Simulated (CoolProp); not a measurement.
Model: reference Helmholtz-energy equation of state, Thol 2019, in CoolProp.

### Question
Give the vapour pressure (MPa), liquid density (kg/m³), vapour density (kg/m³), enthalpy of vaporisation (kJ/kg) of saturated n-hexane at 283.5, 343.6, 363.6 K.

### Answer
```json
[
 {"T (K)": "283.5", "p (MPa)": "0.0103", "liquid density (kg/m³)": "668", "vapour density (kg/m³)": "0.379", "enthalpy of vaporisation (kJ/kg)": "376"},
 {"T (K)": "343.6", "p (MPa)": "0.107", "liquid density (kg/m³)": "612", "vapour density (kg/m³)": "3.40", "enthalpy of vaporisation (kJ/kg)": "334"},
 {"T (K)": "363.6", "p (MPa)": "0.191", "liquid density (kg/m³)": "591", "vapour density (kg/m³)": "5.90", "enthalpy of vaporisation (kJ/kg)": "318"}
]
```
